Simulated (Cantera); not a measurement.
Predominance diagram of Li at 1225 K against the partial pressures of O2 and H2O (log10, bar). Source: NASA polynomial tables (part measured, part estimated), evaluated in Cantera. Candidates: Li(l), LiH(l), LiOH(l), Li2O(s). Only these pure phases compete in this equilibrium. Not in the tables: the peroxide.

Problem. Which phase is stable at these pairs, and which metal-bearing vapour leads over it? (-19.5, -15.3); (-7.5, -9.9); (-4.5, -7.1); (-18, -18); (-18, -9.9); (-9, -3.1); (-4.5, -4.4)

Solution. 
```tsv
log p(O2)	log p(H2O)	phase	chief vapour	log p (bar)
-19.5	-15.3	Li2O(s)	Li	-5.9
-7.5	-9.9	Li2O(s)	LiOH	-7.9
-4.5	-7.1	Li2O(s)	LiOH	-6.5
-18	-18	Li2O(s)	Li	-6.3
-18	-9.9	Li2O(s)	Li	-6.3
-9	-3.1	Li2O(s)	LiOH	-4.5
-4.5	-4.4	Li2O(s)	LiOH	-5.1
```
